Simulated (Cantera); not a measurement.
What does this Cantera script print?

```python
import numpy as np
import cantera as ct

gas_names = """
    Ca CaO CaOH CaO2H2 Ca2 H HO2 H2 H2O H2O2 O OH O2 O3
""".split()
cond_names = """
    Ca(a) Ca(b) Ca(L) CaO(s) CaO(L) CaO2H2(s) H2O(s) H2O(L)
""".split()


# ... load() reads the species with a 1 bar reference pressure and builds the phases ...
atoms = {
    'CaO': {'Ca': 1, 'O': 1},
    'O2': {'O': 2},
    'H2O': {'H': 2, 'O': 1},
}
top_T = {}  # K; cautious upper limits of use, not melting points


# ... equilibrate(T, P, feed) seeds the gas with the atoms and calls Mixture.equilibrate('TP', solver="vcs", rtol=1e-11, max_steps=5000) ...
results = []
feed = {'CaO': 1, 'O2': 4.8, 'H2O': 0.14}  # mol
T = 1023.15  # K
P = 6000  # Pa
mix = equilibrate(T, P, feed)
results.append((T, P, feed, dict(zip(mix.species_names, mix.species_moles))))
print(gas.report(threshold=1e-06))
for i in range(1, mix.n_phases):
    print(f"{mix.phase(i).name:16s} {mix.phase_moles(i):12.5e} mol")
```

Output:

```
       temperature   1023.1 K
          pressure   6000 Pa
           density   0.022289 kg/m^3
  mean mol. weight   31.602 kg/kmol
   phase of matter   gas

                          1 kg             1 kmol
                     ---------------   ---------------
          enthalpy        5.3034e+05         1.676e+07  J
   internal energy        2.6115e+05        8.2528e+06  J
           entropy            8497.8        2.6855e+05  J/K
    Gibbs function       -8.1642e+06         -2.58e+08  J
 heat capacity c_p            1112.4             35154  J/K
 heat capacity c_v            849.31             26840  J/K

                      mass frac. Y      mole frac. X     chem. pot. / RT
                     ---------------   ---------------   ---------------
               H2O          0.016156           0.02834            -59.74
                O2           0.98384           0.97166           -29.471
     [  +12 minor]        1.5371e-07        2.8463e-07

Ca(b)             0.00000e+00 mol
CaO(s)            1.00000e+00 mol
```

Cantera equilibrium calculation (NASA polynomials, part measured and part estimated; ideal gas, pure solids and liquids).
